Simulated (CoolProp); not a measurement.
Carbon dioxide along the isotherm 576.9 K: Z from the reference equation and from simpler models built on Tc = 304.1 K, pc = 7.377 MPa, ω = 0.224; each cubic takes its own stable root.

Values from CoolProp's reference Helmholtz-energy equation of state, Span 1996.

```csv
p (MPa),phase,reference
8.2,supercritical,0.9770
16.4,supercritical,0.9657
24.6,supercritical,0.9675
32.8,supercritical,0.9828
41,supercritical,1.010
49.2,supercritical,1.046
57.4,supercritical,1.089
65.6,supercritical,1.136
73.8,supercritical,1.187
```

Question: How far does each simpler model (van der Waals, Redlich-Kwong, Soave-Redlich-Kwong, Peng-Robinson) lie from the reference over these 9 states: mean and median of the absolute difference, and the worst?

Answer: 
- van der Waals: mean 4.6 %, median 4.3 %, worst -8.2 % at 576.9 K and 24.6 MPa
- Redlich-Kwong: mean 4.0 %, median 4.5 %, worst -4.6 % at 576.9 K and 49.2 MPa
- Soave-Redlich-Kwong: mean 5.0 %, median 5.5 %, worst +6.2 % at 576.9 K and 41 MPa
- Peng-Robinson: mean 0.8 %, median 0.7 %, worst -1.4 % at 576.9 K and 73.8 MPa
